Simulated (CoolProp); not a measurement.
Water at 850.91 K and 21.9 MPa is throttled through a valve to 11.7 MPa with no heat exchange. Each further row changes one setting.

Values from CoolProp's reference Helmholtz-energy equation of state, Wagner 2002.

```
case                      temperature change (K)  final density (kg/m³)
------------------------  ----------------------  ---------------------
as stated                             (withheld)             (withheld)
outlet pressure 3.51 MPa              (withheld)             (withheld)
outlet pressure 15.2 MPa              (withheld)             (withheld)
```

Complete the blanks.


- as stated, temperature change (K): -38.2
- as stated, final density (kg/m³): 33.8
- outlet pressure 3.51 MPa, temperature change (K): -75.0
- outlet pressure 3.51 MPa, final density (kg/m³): 10.1
- outlet pressure 15.2 MPa, temperature change (K): -24.3
- outlet pressure 15.2 MPa, final density (kg/m³): 44.0
